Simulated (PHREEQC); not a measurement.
Make-up at 25 °C: 40 mmol/kgw H3PO4 and 0.16 mmol/kgw NaF. Closed to the air; pH follows from the charge balance.

Computed with PHREEQC (ion-association model, wateq4f.dat).

| quantity | before | after |
|---|---|---|
| pH | 1.88 | 1.91 |
| ionic strength (mol/kgw) | 0.0147 | 0.0154 |
| H3PO4 (mol/kgw) | 0.0253 | 0.0247 |
| H2PO4- (mol/kgw) | 0.0147 | 0.0153 |
| F- (mol/kgw) | 8.73e-6 | 9.17e-5 |

### Question
Name the change that produced these shifts.
A) NaF from 0.00016 to 0.0016 mol/kgw
B) diluted 2-fold with water
C) NaF from 0.00016 to 0.000144 mol/kgw
D) diluted 5-fold with water

### Answer
A, NaF from 0.00016 to 0.0016 mol/kgw

Precipitation was switched off in this run. H3PO4, which wateq4f.dat lacks, is added to it with the constant of phreeqc.dat.
